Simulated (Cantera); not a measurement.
Input (Python, Cantera):

```python
import numpy as np
import cantera as ct

gas = ct.Solution("gri30.yaml")
gas.TPX = 1350, 110000, {'CO': 1, 'H2': 0.18, 'O2': 0.776, 'N2': 2.92}
reactor = ct.IdealGasReactor(gas, energy="on", clone=False)
net = ct.ReactorNet([reactor])
net.rtol, net.atol = 1e-08, 1e-16
show = ['CO', 'H2', 'O2', 'NO2', 'NO']
times = np.geomspace(4e-06, 0.2, 10)

steps = ct.SolutionArray(gas, extra=["t"])
rows = []
print(f"{'t/s':>10s}{'T/K':>9s}{'P/Pa':>11s}" + "".join(f"{s:>11s}" for s in show))
for t in times:
    while net.time < t:
        t_next = net.step()
        steps.append(gas.state, t=t_next)
    rows.append([np.interp(t, steps.t, y) for y in (steps.T, steps.P, *steps(*show).X.T)])
    print(f"{t:10.3e}{rows[-1][0]:9.1f}{rows[-1][1]:11.4g}" + "".join(f"{x:11.3e}" for x in rows[-1][2:]))
rate = np.gradient(steps.T, steps.t)
print("integrator steps:", len(steps.t))
if steps.T.max() > steps.T[0] + 200:
    print(f"time of steepest temperature rise: {steps.t[rate.argmax()]:.4e} s")
gas.TPX = 1350, 110000, {'CO': 1, 'H2': 0.18, 'O2': 0.776, 'N2': 2.92}
gas.equilibrate("UV")
print(f"equilibrium (UV): T = {gas.T:.1f} K  " + "  ".join(f"{s} {gas[s].X[0]:.3e}" for s in show))
```

It prints:

```
       t/s      T/K       P/Pa         CO         H2         O2        NO2         NO
 4.000e-06   1350.0    1.1e+05  2.051e-01  3.692e-02  1.591e-01  5.616e-23  8.612e-17
 1.331e-05   1350.0    1.1e+05  2.051e-01  3.691e-02  1.591e-01  2.127e-19  1.370e-14
 4.429e-05   1558.3  1.258e+05  1.745e-01  3.322e-03  1.182e-01  1.452e-09  2.652e-06
 1.474e-04   2518.6  1.925e+05  8.786e-02  2.826e-03  7.465e-02  2.060e-07  4.020e-04
 4.903e-04   2807.0  2.104e+05  6.719e-02  1.914e-03  6.583e-02  3.014e-06  5.566e-03
 1.632e-03   2798.2  2.095e+05  6.639e-02  1.907e-03  6.130e-02  7.853e-06  1.492e-02
 5.429e-03   2795.0  2.092e+05  6.621e-02  1.907e-03  5.999e-02  9.224e-06  1.768e-02
 1.806e-02   2795.0  2.092e+05  6.621e-02  1.907e-03  5.998e-02  9.233e-06  1.770e-02
 6.011e-02   2795.0  2.092e+05  6.621e-02  1.907e-03  5.998e-02  9.233e-06  1.770e-02
 2.000e-01   2795.0  2.092e+05  6.621e-02  1.907e-03  5.998e-02  9.233e-06  1.770e-02
integrator steps: 1323
time of steepest temperature rise: 4.1332e-05 s
equilibrium (UV): T = 2795.0 K  CO 6.621e-02  H2 1.907e-03  O2 5.998e-02  NO2 9.233e-06  NO 1.770e-02
```

Cantera simulation using GRI-Mech 3.0 (53 species, 325 reactions); the numbers are that mechanism's predictions, not measurements.
